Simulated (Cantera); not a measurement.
An adiabatic, constant-pressure homogeneous reactor starts with CH4 : CO : O2 : N2 : CO2 = 1 : 0.74 : 4.47 : 16.8 : 1.7 (molar parts), at 1575 K and 315 Torr.

Cantera simulation using GRI-Mech 3.0 (53 species, 325 reactions); the numbers are that mechanism's predictions, not measurements.

Problem. Predict: time of steepest temperature rise; temperature at 1.00 s; equilibrium temperature; x(CO) at 1.00 s; x(O2) at 1.00 s; x(NO2) at 1.00 s; x(OH) at 1.00 s.

Solution. 
| Property | Value |
|---|---|
| time of steepest temperature rise | 1.07 ms |
| temperature at 1.00 s | 2397 K |
| equilibrium temperature | 2397 K |
| x(CO) at 1.00 s | 0.0141 (gas-phase equilibrium 0.0141) |
| x(O2) at 1.00 s | 0.0835 (gas-phase equilibrium 0.0835) |
| x(NO2) at 1.00 s | 4.53e-6 (gas-phase equilibrium 4.53e-6) |
| x(OH) at 1.00 s | 0.00885 (gas-phase equilibrium 0.00885) |
